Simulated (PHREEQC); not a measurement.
Consider water at 20 °C with 0.014 mol NaH2PO4, 0.0087 mol K2HPO4 and 0.26 mol NiSO4 per kg of water. Closed to the air; pH follows from the charge balance.

Equilibrium calculation in PHREEQC: ion-association model, wateq4f.dat.

No solid was allowed to form.

Q: Order these Ni species by the share of Ni that they hold, largest first: NiSO4, Ni+2, Ni(SO4)2-2.

A: NiSO4 (53 %), Ni+2 (46 %), Ni(SO4)2-2 (0.27 %)

Q: Order these Na species by the share of Na that they hold, largest first: Na+, NaHPO4-, NaSO4-.

A: Na+ (89 %), NaSO4- (11 %), NaHPO4- (0.33 %)

The pH is 6.50 and the ionic strength 0.513 mol/kgw. Saturation is exceeded, for instance for Ni3(PO4)2, Ni(OH)2; the values hold only as long as no solid forms. H3PO4, which wateq4f.dat lacks, is added to it with the constant of phreeqc.dat. The database has no phosphate complexes of Ni.
